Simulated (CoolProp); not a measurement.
The numbers come from the reference Helmholtz-energy equation of state, Guder 2009 in CoolProp.

Q: For sulfur hexafluoride, give the phase and the Z, isothermal compressibility (1/MPa), Prandtl number at 148.95 °C and 5.49 MPa; 176.25 °C and 5.49 MPa; 203.45 °C and 5.49 MPa.

A: 
- 148.95 °C and 5.49 MPa: supercritical; Z 0.820, isothermal compressibility 0.219, Prandtl number 0.871
- 176.25 °C and 5.49 MPa: supercritical; Z 0.867, isothermal compressibility 0.206, Prandtl number 0.826
- 203.45 °C and 5.49 MPa: supercritical; Z 0.900, isothermal compressibility 0.199, Prandtl number 0.796

Viscosity comes from a separate model (Quiñones-Cisneros 2012). Thermal conductivity comes from a separate model (Assael 2012).
